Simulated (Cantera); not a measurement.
Gas mixture: 8.17 % N₂O, 91.8 % NO, at 1.68 atm, frozen composition.

Cantera's kinetic-theory transport with the Lennard-Jones parameters of GRI-Mech 3.0, ideal gas; thermal conductivity in the mixture-averaged form.

One state of this run: ρ (kg/m³) = 0.708; cp (J/kg/K) = 1127; μ (µPa s) = 39.8; λ (mW/m/K) = 62.9; Pr = 0.713; D (cm²/s) CH₄ = 0.862; D (cm²/s) OH = 1.19; D (cm²/s) H₂ = 2.89. D: mixture-averaged diffusion coefficient of that species in the mixture.

Q: Which value of T (K) does it belong to?
(A) 1000
(B) 800
(C) 600
(D) 900

A: D, 900
